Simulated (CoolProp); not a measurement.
A single-stage vapour-compression cycle with vinyl chloride: evaporating at 318.15 K (dew point), condensing at 353.15 K (bubble point), superheat 5 K, subcooling 8 K, compressor efficiency 0.85, no pressure losses. Each further row changes one setting.

Computed with CoolProp (reference Helmholtz-energy equation of state, Thol 2022).

| case | cooling COP | pressure ratio | discharge temperature (K) | refrigerating effect (kJ/kg) | volumetric capacity (kJ/m³) |
|---|---|---|---|---|---|
| as stated | 6.93 | 2.26 | 374.3 | 264 | 4740 |
| evaporating temperature 323.15 K | 8.34 | 1.99 | 371.7 | 267 | 5420 |
| condensing temperature 348.15 K | 8.25 | 2.03 | 367.4 | 273 | 4880 |
| subcooling 13 K | 7.15 | 2.26 | 374.3 | 273 | 4880 |
| superheat 15 K | 6.89 | 2.26 | 384.4 | 275 | 4710 |
| compressor efficiency 0.75 | 6.12 | 2.26 | 378.6 | 264 | 4740 |
